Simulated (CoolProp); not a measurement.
Saturated liquid density (kg/m³) of toluene: the reference equation beside estimates from Tc = 591.7 K, pc = 4.126 MPa, ω = 0.266. Rackett uses Z = 0.29056 − 0.08775 ω.

Computed with CoolProp (reference Helmholtz-energy equation of state, Lemmon 2006). It is a short technical equation, of lower accuracy than the large ones.

```
T (K)  reference  Rackett  Redlich-Kwong  Soave-Redlich-Kwong  Peng-Robinson
-----  ---------  -------  -------------  -------------------  -------------
319.8      841.8    831.9          732.7                751.8          846.7
332.6      829.7    819.9          721.6                742.0          836.3
345.3      817.4    807.8          710.2                731.9          825.5
358.1      804.9    795.4          698.3                721.1          813.9
370.8      792.3    782.7          685.9                709.9          801.8
383.6      779.3    769.7          672.9                697.9          788.9
396.3      766.1    756.4          659.5                685.5          775.4
409.1      752.4    742.6          645.3                672.2          760.8
421.8      738.5    728.4          630.6                658.2          745.5
```

Absolute difference from the reference over all 9 rows, mean and median: Rackett 1.2 and 1.2 %, Redlich-Kwong 13.6 and 13.4 %, Soave-Redlich-Kwong 10.6 and 10.5 %, Peng-Robinson 1.0 and 1.1 %.
